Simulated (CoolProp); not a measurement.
Vapour-liquid equilibrium of benzene (1) + p-xylene (2) at 1390 kPa; x and y are mole fractions of (1).

Values from CoolProp's multi-fluid Helmholtz-energy mixture model, Thol 2012 and Zhou 2012; pair parameters Bell 2016.

**Question.** Give the bubble temperature and the first vapour's composition at x = 0.125, 0.65, 0.725. Is there an azeotrope?

**Answer.** x = 0.125: 260.6 °C, y = 0.225; x = 0.65: 218.3 °C, y = 0.819; x = 0.725: 213.4 °C, y = 0.868. No azeotrope shows between x = 0.05 and 0.95.

The pair parameters rest on a limited set of measurements; away from them the model extrapolates.
